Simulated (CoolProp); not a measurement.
Vapour pressure (bar) of C2F6 (R116): the reference equation beside estimates from Tc = 293.0 K, pc = 30.48 bar, ω = 0.257. Clausius-Clapeyron is anchored at 244.7 K with a constant enthalpy of vaporisation of 12.41 kJ/mol.

Model: reference Helmholtz-energy equation of state, Lemmon 2006, in CoolProp. It is a short technical equation, of lower accuracy than the large ones.

| T (K) | reference | Clausius-Clapeyron | van der Waals | Redlich-Kwong | Soave-Redlich-Kwong |
|---|---|---|---|---|---|
| 213 | 2.423 | 3.238 | 7.384 | 3.634 | 2.429 |
| 219.4 | 3.182 | 3.972 | 8.538 | 4.588 | 3.197 |
| 225.7 | 4.091 | 4.802 | 9.781 | 5.687 | 4.121 |
| 232.1 | 5.201 | 5.763 | 11.16 | 6.980 | 5.250 |
| 238.4 | 6.500 | 6.831 | 12.62 | 8.437 | 6.574 |
| 244.7 | 8.025 | 8.025 | 14.21 | 10.09 | 8.132 |
| 251.1 | 9.832 | 9.375 | 15.94 | 11.98 | 9.976 |
| 257.4 | 11.89 | 10.84 | 17.76 | 14.07 | 12.08 |
| 263.8 | 14.29 | 12.48 | 19.74 | 16.42 | 14.52 |
| 270.1 | 17.00 | 14.24 | 21.82 | 18.98 | 17.27 |
| 276.5 | 20.13 | 16.19 | 24.06 | 21.83 | 20.42 |

Absolute difference from the reference over all 11 rows, mean and median: Clausius-Clapeyron 14.0 and 12.7 %, van der Waals 90.5 and 77.1 %, Redlich-Kwong 27.1 and 25.7 %, Soave-Redlich-Kwong 1.1 and 1.3 %.
